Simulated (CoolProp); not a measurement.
The numbers come from the reference Helmholtz-energy equation of state, Schroeder 2014 in CoolProp.

Task: For ethanol, give the phase and the Joule-Thomson coefficient (K/MPa), viscosity (µPa s) at 346.85 °C and 157 bar.

Result: 
- 346.85 °C and 157 bar: supercritical; Joule-Thomson coefficient 3.57, viscosity 33.5

Viscosity comes from a separate model (Kiselev 2005).
